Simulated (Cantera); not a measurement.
Charge: 1 mol B, 8.1 mol H2O, held at 7.50 Torr.

These are equilibrium values from Cantera (NASA tables, ideal gas, pure condensed phases), not measurements of a reactor. Candidate condensed phases: B, B2O3, B3O3H3, H2O; 23 gas species. Gases not in the tables: H3BO3. Kinetics and transport are ignored.

log p: log10 of the partial pressure in bar; nothing condenses.

```json
[
 {"T (K)": "1523", "log p H2O": "-2.15", "log p H2": "-2.76", "log p HBO2": "-2.94", "log p H": "-6.02", "log p OH": "-6.92"},
 {"T (K)": "1623", "log p H2O": "-2.15", "log p H2": "-2.76", "log p HBO2": "-2.94", "log p H": "…", "log p OH": "…"},
 {"T (K)": "1723", "log p H2O": "-2.15", "log p H2": "-2.76", "log p HBO2": "-2.94", "log p H": "-5.12", "log p OH": "-5.77"},
 {"T (K)": "1823", "log p H2O": "-2.15", "log p H2": "-2.76", "log p HBO2": "-2.95", "log p H": "-4.74", "log p OH": "-5.29"},
 {"T (K)": "1923", "log p H2O": "-2.15", "log p H2": "-2.76", "log p HBO2": "-2.95", "log p H": "-4.41", "log p OH": "-4.86"},
 {"T (K)": "2023", "log p H2O": "-2.15", "log p H2": "-2.77", "log p HBO2": "-2.96", "log p H": "-4.10", "log p OH": "-4.47"},
 {"T (K)": "2123", "log p H2O": "-2.16", "log p H2": "-2.77", "log p HBO2": "-2.96", "log p H": "…", "log p OH": "…"},
 {"T (K)": "2223", "log p H2O": "-2.17", "log p H2": "-2.77", "log p HBO2": "-2.98", "log p H": "-3.58", "log p OH": "-3.82"},
 {"T (K)": "2323", "log p H2O": "-2.20", "log p H2": "-2.75", "log p HBO2": "-3.01", "log p H": "-3.34", "log p OH": "-3.57"}
]
```

Q: Some entries are withheld; supply them.

A: 
- 2123, log p H: -3.83
- 2123, log p OH: -4.13
- 1623, log p H: -5.54
- 1623, log p OH: -6.31
